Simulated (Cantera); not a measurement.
A perfectly stirred reactor is fed with C₂H₄ : O₂ : N₂ : CO₂ = 1 : 5.5 : 27.5 : 2.2 (molar parts), at 100000 Pa; it is adiabatic with a 400 K inlet, and is followed from long to short residence time, starting on the burning branch (τ in s: 0.033, 0.017, 0.0086, 0.0044, 0.0023, 0.0012, 0.0006, 0.00031, 0.00016, 8e-05, 4.1e-05, 2.1e-05, 1.1e-05).

Cantera simulation using GRI-Mech 3.0 (53 species, 325 reactions); the numbers are that mechanism's predictions, not measurements. GRI-Mech 3.0 was tuned for natural gas; its chemistry of ethylene as a main component is partial and can be far from experiment.

Predict: blow-out, bracketed by the residence times tried; x(C₂H₄) at τ = 33.0 ms; x(O₂) at τ = 33.0 ms; x(CO₂) at τ = 33.0 ms; x(H₂O) at τ = 33.0 ms; x(CH₂O) at τ = 33.0 ms; x(C₂H₄) at τ = 0.600 ms; x(O₂) at τ = 0.600 ms; x(CO₂) at τ = 0.600 ms.


```
Quantity                                                                       Result
------------------------------------------------  -----------------------------------
blow-out, bracketed by the residence times tried  burning at 1.20 ms, out at 0.600 ms
x(C₂H₄) at τ = 33.0 ms                                                        2.70e-5
x(O₂) at τ = 33.0 ms                                                           0.0697
x(CO₂) at τ = 33.0 ms                                                           0.114
x(H₂O) at τ = 33.0 ms                                                          0.0547
x(CH₂O) at τ = 33.0 ms                                                        2.54e-6
x(C₂H₄) at τ = 0.600 ms                                                        0.0276
x(O₂) at τ = 0.600 ms                                                           0.152
x(CO₂) at τ = 0.600 ms                                                         0.0608
```
